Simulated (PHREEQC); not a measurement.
Make-up at 25 °C: 0.056 mol/kgw CsI. It is in equilibrium with CO2 at log p = -3.5 (atm). Otherwise closed; pH follows from the charge balance.

Equilibrium calculation in PHREEQC: ion-association model, wateq4f.dat.

This is a speciation only: nothing precipitates in the calculation.

Question: Estimate the pH.

Answer: pH 5.65.

Question: In which forms is C present?

Answer: CO2 80 %, HCO3- 20 % of the C.
